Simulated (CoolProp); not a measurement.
Methane at 337.59 K and 10.3 MPa flows at 4.8 m/s in a round tube of 4.6 mm bore and 15 µm roughness, fully developed (64/Re and Nu = 3.66 if laminar; Colebrook and Gnielinski if turbulent). Each further row changes one setting.

Model: reference Helmholtz-energy equation of state, Setzmann 1991, in CoolProp.

| case | Reynolds number | Darcy friction factor | pressure drop (Pa/m) | heat-transfer coefficient (W/(m² K)) | mass flow (kg/h) |
|---|---|---|---|---|---|
| as stated | (withheld) | 0.0281 | 4520 | 3280 | 18.5 |
| velocity 9.6 m/s | 195000 | (withheld) | 17700 | 6440 | (withheld) |
| diameter 9.2 mm | 195000 | 0.0232 | (withheld) | 2710 | 73.9 |

Some entries are withheld; supply them.


- as stated, Reynolds number: 97700
- velocity 9.6 m/s, Darcy friction factor: 0.0274
- velocity 9.6 m/s, mass flow (kg/h): 37.0
- diameter 9.2 mm, pressure drop (Pa/m): 1870

Viscosity comes from a separate model (Quiñones-Cisneros 2006). Thermal conductivity comes from a separate model (Friend 1989).
